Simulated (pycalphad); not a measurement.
**Phase fractions of Si-15C (at.%)**

Source of the numbers: pycalphad with the COST 507 light-alloy database (1999); pressure 1 atm. These are 1990s assessments: newer ones move some temperatures and phases. Amounts are mole fractions of atoms. Diffusion is slow at the low end, where real alloys seldom reach equilibrium.

```
T (K)  liquid    CSI  diamond (Si)
-----  ------  -----  ------------
2600    0.729  0.271             -
2520    0.719  0.281             -
2440    0.712  0.288             -
2360    0.708  0.292             -
2280    0.705  0.295             -
2200    0.703  0.297             -
2120    0.702  0.298             -
2040    0.701  0.299             -
1960    0.700  0.300             -
1880    0.700  0.300             -
1800    0.700  0.300             -
1720    0.700  0.300             -
1640        -  0.300         0.700
1560        -  0.300         0.700
1480        -  0.300         0.700
1400        -  0.300         0.700
1320        -  0.300         0.700
1240        -  0.300         0.700
1160        -  0.300         0.700
1080        -  0.300         0.700
1000        -  0.300         0.700
920         -  0.300         0.700
840         -  0.300         0.700
760         -  0.300         0.700
680         -  0.300         0.700
600         -  0.300         0.700
520         -  0.300         0.700
```

Database names, with the compositions (at.%) that they take in these runs: CSI: Si 50 C 50.
